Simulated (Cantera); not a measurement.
A Cantera script and what it prints.

```python
import numpy as np
import cantera as ct

gas_names = [...]  # 45 gases of nasa_gas.yaml made of Al, Cl, H, N, O
cond_names = """
    AL(cr) AL(L) ALCL3(s) ALCL3(L) ALN(s) AL2O3(a) AL2O3(L) H2O(s) H2O(L) NH4CL(a) NH4CL(b)
""".split()


# ... load() reads the species with a 1 bar reference pressure and builds the phases ...
atoms = {
    'AlN': {'AL': 1, 'N': 1},
    'O2': {'O': 2},
    'HCl': {'H': 1, 'CL': 1},
}
top_T = {'ALN(s)': 2750}  # K; cautious upper limits of use, not melting points


# ... equilibrate(T, P, feed) seeds the gas with the atoms and calls Mixture.equilibrate('TP', solver="vcs", rtol=1e-11, max_steps=5000) ...
results = []
feed = {'AlN': 1, 'O2': 0.46, 'HCl': 4.5}  # mol
P = 9.3  # Pa
for T in [998, 1098, 1198, 1298, 1398, 1498, 1598, 1698, 1798, 1898, 1998, 2098]:
    mix = equilibrate(T, P, feed)
    results.append((T, P, feed, dict(zip(mix.species_names, mix.species_moles))))
    x = sorted(zip(gas.X, gas.species_names), reverse=True)
    print(f"T = {T:g} K  P = {P:g} Pa  gas = {mix.phase_moles(0):.4g} mol")
    print("   x: " + "  ".join(f"{s} {v:.3e}" for v, s in x if v > 0.001))
    print("   condensed (mol): " + ("  ".join(f"{mix.phase(i).name} {mix.phase_moles(i):.4g}"
          for i in range(1, mix.n_phases) if mix.phase_moles(i) > 1e-12) or "none"))
```

Output:

```
T = 998 K  P = 9.3 Pa  gas = 4.807 mol
   x: HCL 6.949e-01  H2 1.207e-01  N2 1.040e-01  ALCL3 8.044e-02
   condensed (mol): AL2O3(a) 0.3067
T = 1098 K  P = 9.3 Pa  gas = 4.807 mol
   x: HCL 6.949e-01  H2 1.207e-01  N2 1.040e-01  ALCL3 8.042e-02
   condensed (mol): AL2O3(a) 0.3067
T = 1198 K  P = 9.3 Pa  gas = 4.807 mol
   x: HCL 6.949e-01  H2 1.206e-01  N2 1.040e-01  ALCL3 8.028e-02
   condensed (mol): AL2O3(a) 0.3067
T = 1298 K  P = 9.3 Pa  gas = 4.809 mol
   x: HCL 6.952e-01  H2 1.202e-01  N2 1.040e-01  ALCL3 7.958e-02
   condensed (mol): AL2O3(a) 0.3067
T = 1398 K  P = 9.3 Pa  gas = 4.82 mol
   x: HCL 6.967e-01  H2 1.183e-01  N2 1.037e-01  ALCL3 7.663e-02  ALCL2 2.577e-03  ALCL 1.018e-03
   condensed (mol): AL2O3(a) 0.3066
T = 1498 K  P = 9.3 Pa  gas = 4.86 mol
   x: HCL 7.025e-01  H2 1.114e-01  N2 1.029e-01  ALCL3 6.696e-02  ALCL2 6.956e-03  ALCL 5.661e-03  CL 3.024e-03
   condensed (mol): AL2O3(a) 0.3066
T = 1598 K  P = 9.3 Pa  gas = 4.957 mol
   x: HCL 7.126e-01  N2 1.009e-01  H2 9.674e-02  ALCL3 4.737e-02  ALCL 1.817e-02  ALCL2 1.250e-02  CL 1.000e-02  H 1.717e-03
   condensed (mol): AL2O3(a) 0.3065
T = 1698 K  P = 9.3 Pa  gas = 5.113 mol
   x: HCL 7.108e-01  N2 9.778e-02  H2 8.238e-02  ALCL 3.590e-02  CL 2.888e-02  ALCL3 2.490e-02  ALCL2 1.486e-02  H 4.304e-03
   condensed (mol): AL2O3(a) 0.3063
T = 1798 K  P = 9.3 Pa  gas = 5.32 mol
   x: HCL 6.756e-01  N2 9.399e-02  H2 7.968e-02  CL 6.691e-02  ALCL 5.152e-02  ALCL2 1.225e-02  H 1.031e-02  ALCL3 8.986e-03
   condensed (mol): AL2O3(a) 0.3054
T = 1898 K  P = 9.3 Pa  gas = 5.574 mol
   x: HCL 6.018e-01  CL 1.229e-01  H2 8.976e-02  N2 8.971e-02  ALCL 5.982e-02  H 2.428e-02  ALCL2 7.500e-03  ALCL3 2.278e-03  ALOCL 1.007e-03
   condensed (mol): AL2O3(a) 0.3031
T = 1998 K  P = 9.3 Pa  gas = 5.913 mol
   x: HCL 4.964e-01  CL 1.914e-01  H2 1.033e-01  N2 8.456e-02  ALCL 6.178e-02  H 5.345e-02  ALCL2 3.923e-03  H2O 2.274e-03  ALOCL 2.087e-03
   condensed (mol): AL2O3(a) 0.2977
T = 2098 K  P = 9.3 Pa  gas = 6.394 mol
   x: HCL 3.709e-01  CL 2.643e-01  H2 1.087e-01  H 1.052e-01  N2 7.818e-02  ALCL 6.066e-02  H2O 4.868e-03  ALOCL 3.756e-03  ALCL2 1.923e-03
   condensed (mol): AL2O3(a) 0.2859
```

Equilibrium computed with Cantera from the NASA thermochemical tables; the gas is ideal and each condensed phase is pure. The tables' values for AlCl2, AlOH are old estimates; treat these amounts as uncertain. Condensed phases not in the tables: AlOCl.
